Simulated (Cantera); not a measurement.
Input: 1 mol SiC, 0.45 mol O2, 58 mol H2, held at 13300 Pa.

Cantera equilibrium calculation (NASA polynomials, part measured and part estimated; ideal gas, pure solids and liquids). Candidate condensed phases: C, C6H6, C7H8, C8H18, H2O, Si, SiC, SiO2; 123 gas species. The numbers say what is thermodynamically allowed, not how fast it happens. All values below are at 1625 K.

Base state: H2 0.985, SiO 0.00764, CO 0.00763, H 0.000192, H2O 1.33e-5, CH4 1.07e-5 (mole fractions); condensed: SiC(s).

Task: What changes in the equilibrium state with this change: O2 from 0.45 to 0.59 mol?

Result: 
```tsv
species	before	after
H2	0.985	0.980
SiO	0.00764	0.00996
CO	0.00763	0.00996
H2O	1.33e-5	1.73e-5
CH4	1.07e-5	1.06e-5
H	0.000192	0.000191
SiC(s), mol	0.550	0.410
```
